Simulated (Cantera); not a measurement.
# Equilibrium for carbon deposition, reforming and gasification: CH3OH + CO2 + H2

Charge: 1 mol CH3OH, 3.5 mol CO2, 72 mol H2, at 2.80 bar.

These are equilibrium values from Cantera (NASA tables, ideal gas, pure condensed phases), not measurements of a reactor. Candidate condensed phases: C, C6H6, C7H8, C8H18, H2O; 110 gas species. Rates play no part.

| T (K) | x H2 | x H2O | x CH4 | x CO | x CO2 | x H | x C2H6 |
|---|---|---|---|---|---|---|---|
| 850 | 0.821 | 0.114 | 0.0641 | 0.000385 | 0.000164 | 1.11e-11 | 1.89e-7 |
| 925 | 0.828 | 0.107 | 0.0588 | 0.00420 | 0.00110 | 1.42e-10 | 3.61e-7 |
| 1000 | 0.852 | 0.0858 | 0.0403 | 0.0189 | 0.00273 | 1.25e-9 | 3.37e-7 |
| 1075 | 0.879 | 0.0619 | 0.0186 | 0.0380 | 0.00288 | 8.22e-9 | 1.28e-7 |
| 1150 | 0.893 | 0.0490 | 0.00619 | 0.0496 | 0.00229 | 4.21e-8 | 2.40e-8 |
| 1225 | 0.898 | 0.0447 | 0.00177 | 0.0539 | 0.00183 | 1.76e-7 | 3.12e-9 |
| 1300 | 0.899 | 0.0436 | 0.000518 | 0.0553 | 0.00152 | 6.27e-7 | 4.07e-10 |
x: gas mole fraction; nothing condenses.

From 850 K to 1300 K nothing is condensed. The main C-bearing gas is CH4 at 850 K and CO at 1300 K.
